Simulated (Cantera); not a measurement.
A counterflow diffusion flame at 1.40 bar, nozzles 20 mm apart: fuel side 73.5 % CH4, 8.82 % CO, 17.6 % N2 at 398 K, oxidiser side 18.0 % O2, 82.0 % N2 at 500 K, fuel mass flux 0.9 times the oxidiser's; mixture-averaged transport, no radiation.

Detailed kinetics in Cantera: GRI-Mech 3.0 (53 species, 325 reactions). GRI-Mech 3.0 has no aromatics or soot, which form on the fuel side of real flames. The maximum strain rate includes the flame's own expansion and is several times the mean.

x: mole fraction; the columns are a selection and need not sum to one.

```csv
oxidiser flux (kg/m²/s),max strain (1/s),mean strain (1/s),T max (K),peak x OH,peak x H,peak x NO,peak x CO,peak x C2H2
0.35,161,37.5,1995,0.00490,0.00239,0.000173,0.0884,(withheld)
0.51,226,54.6,1980,0.00491,0.00252,0.000155,0.0884,(withheld)
0.74,319,79.2,1963,0.00485,0.00263,0.000132,0.0884,(withheld)
1.1,465,118,1942,0.00473,0.00273,0.000105,0.0884,(withheld)
1.6,665,171,1916,0.00450,0.00275,7.77e-5,0.0884,(withheld)
2.3,938,246,1879,0.00409,0.00263,4.95e-5,0.0885,(withheld)
3.3,1310,353,1802,0.00313,0.00209,1.82e-5,0.0885,(withheld)
```

Fill in the missing entries.


- 0.35, peak x C2H2: 0.00754
- 0.51, peak x C2H2: 0.00675
- 0.74, peak x C2H2: 0.00598
- 1.1, peak x C2H2: 0.00521
- 1.6, peak x C2H2: 0.00440
- 2.3, peak x C2H2: 0.00341
- 3.3, peak x C2H2: 0.00186
